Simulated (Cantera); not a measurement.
## Hydrocarbon pyrolysis for carbon deposition

An isothermal, constant-pressure homogeneous reactor starts with 1.85 % C2H4, 98.1 % H2, at 1025 K and 1.00 bar.

Cantera simulation using GRI-Mech 3.0 (53 species, 325 reactions); the numbers are that mechanism's predictions, not measurements. GRI-Mech 3.0 was tuned for natural gas; its chemistry of ethylene as a main component is partial and can be far from experiment. GRI-Mech 3.0 stops at C3 and has no aromatics, soot or wall deposition, so with more carbon than oxygen in the feed, carbon stays in small species such as C2H2 where larger ones or solid carbon would form.

```
t (s)      x C2H4   x H2   x C2H   x CH2     x CH3    x C2H2
--------  -------  -----  ------  ------  --------  --------
0.000200   0.0185  0.981  <1e-12  <1e-12    <1e-12  1.39e-10
0.000860   0.0185  0.981  <1e-12  <1e-12    <1e-12  5.98e-10
0.00369    0.0185  0.981  <1e-12  <1e-12    <1e-12   2.57e-9
0.0159     0.0185  0.981  <1e-12  <1e-12    <1e-12   1.11e-8
0.0682     0.0185  0.981  <1e-12  <1e-12    <1e-12   4.95e-8
0.293      0.0185  0.981  <1e-12  <1e-12  4.83e-12   3.11e-7
1.26       0.0131  0.981  <1e-12  <1e-12   1.57e-9   1.20e-5
5.41      0.00654  0.980  <1e-12  <1e-12   6.97e-9   2.32e-5
23.3      0.00521  0.977  <1e-12  <1e-12   2.13e-8   1.85e-5
100       0.00222  0.968  <1e-12  <1e-12   4.75e-8   7.94e-6
```
x: mole fraction; the columns are a selection and need not sum to one.

Equilibrium at this temperature and pressure: C2H4 1.91e-7, H2 0.962, C2H <1e-12, CH2 <1e-12, CH3 2.96e-9, C2H2 6.70e-10 (gas phase only).
